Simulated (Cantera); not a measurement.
A closed system holds: 1 mol PbO, 1.8 mol H2, 43 mol N2, at 625 K and 1.00 bar.

Method: chemical equilibrium by Gibbs-energy minimisation in Cantera with the NASA 1993 tables (ideal gas, pure condensed phases). Candidate condensed phases: H2O, Pb, PbO, PbO2, Pb3O4; 27 gas species. Equilibrium is a limit: real reactors are often held back by kinetics, nucleation or transport.

Base state: N2 0.960, H2O 0.0223, H2 0.0178, NH3 6.38e-5 (mole fractions); condensed: Pb(l).

Q: What changes in the equilibrium state with this change: H2 from 1.8 to 0.19 mol?

A: 
| species | before | after |
|---|---|---|
| N2 | 0.960 | 0.996 |
| H2O | 0.0223 | 0.00440 |
| H2 | 0.0178 | 9.74e-8 |
| NH3 | 6.38e-5 | <1e-9 |
| Pb(l), mol | 1.00 | 0.190 |
| PbO(red), mol | 0 | 0.810 |

Q: What changes in the equilibrium state with this change: temperature from 625 K to 475 K?

A: 
| species | before | after |
|---|---|---|
| N2 | 0.960 | 0.960 |
| H2O | 0.0223 | 0.0223 |
| H2 | 0.0178 | 0.0161 |
| NH3 | 6.38e-5 | 0.00119 |
| Pb(l), mol | 1.00 | 0 |
| Pb(s), mol | 0 | 1.00 |
